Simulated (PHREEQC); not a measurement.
0.05 mol of Fluorite (CaF2) is brought to equilibrium with 1 kg of water holding 0.01 mol NaCl, at 25 °C, the pH being set by adding NaOH or HCl. Oxygen alone is held at its pressure in air (log pO2 = -0.68). The system is closed to CO2. The run lets Fluorite precipitate or redissolve, and no other solid.

Model: ion-association model, phreeqc.dat, run in PHREEQC.

```
pH     dissolved Ca (mol/kgw)  dissolved F (mol/kgw)  CaOH+ (mol/kgw)  HF (mol/kgw)
-----  ----------------------  ---------------------  ---------------  ------------
4                    0.000249               0.000497         3.03e-13       5.85e-5
4.75                 0.000232               0.000464         1.59e-12       1.08e-5
5.5                  0.000229               0.000458         8.85e-12       1.93e-6
7                    0.000228               0.000456         2.79e-10       6.10e-8
7.75                 0.000228               0.000456          1.57e-9       1.08e-8
8.5                  0.000228               0.000456          8.83e-9       1.93e-9
9.25                 0.000228               0.000457          4.96e-8      3.43e-10
10                   0.000229               0.000457          2.79e-7      6.10e-11
11.5                 0.000238               0.000476          8.53e-6      1.97e-12
12.25                0.000274               0.000547          4.25e-5      3.80e-13
13                   0.000402               0.000804         0.000173      8.14e-14
```

Complexes and solids missing from the database can't appear.
